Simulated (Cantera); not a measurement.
Charge: 1 mol Fe2O3, 3.5 mol H2, 0.79 mol H2O, held at 1450 °C and 61.0 Pa.

Cantera equilibrium calculation (NASA polynomials, part measured and part estimated; ideal gas, pure solids and liquids). Candidate condensed phases: Fe, FeO, Fe(OH)2, Fe(OH)3, Fe2O3, Fe3O4, H2O; 12 gas species. The tables' stoichiometric FeO is somewhat more stable than real wüstite, so its field is too wide. FeO: taken at fixed stoichiometry. Kinetics and transport are ignored.

Task: What is the equilibrium state?

Result: 
- x(H2): 0.564
- x(H2O): 0.421
- x(Fe): 0.00933
- x(H): 0.00554
- x(OH): 0.000227
- x(FeO): 6.40e-5
- x(Fe(OH)2): 3.86e-5
- x(O): 1.77e-6
- n(FeO(l)): 1.96 mol
- gas amount: 4.343 mol
- log10 activity of Fe(δ) (absent): -0.21
